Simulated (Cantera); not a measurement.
Charge: 1 mol AlCl3, 2.8 mol NH3, 720 mol N2, 2.9 mol H2O, equilibrated at 13.3 mbar.

Method: chemical equilibrium by Gibbs-energy minimisation in Cantera with the NASA 1993 tables (ideal gas, pure condensed phases). Candidate condensed phases: Al, AlCl3, AlN, Al2O3, H2O, NH4Cl; 45 gas species. Kinetics and transport are ignored. All values below are at 852 °C.

Base state: N2 0.988, H2 0.00575, HCl 0.00411, H2O 0.00192 (mole fractions); condensed: Al2O3(s).

What changes in the equilibrium state with this change: NH3 from 2.8 to 300 mol?


```
species         before    after
-------------  -------  -------
N2               0.988    0.657
H2             0.00575    0.340
HCl            0.00411  0.00227
H2O            0.00192  0.00106
Al2O3(s), mol    0.500    0.500
```
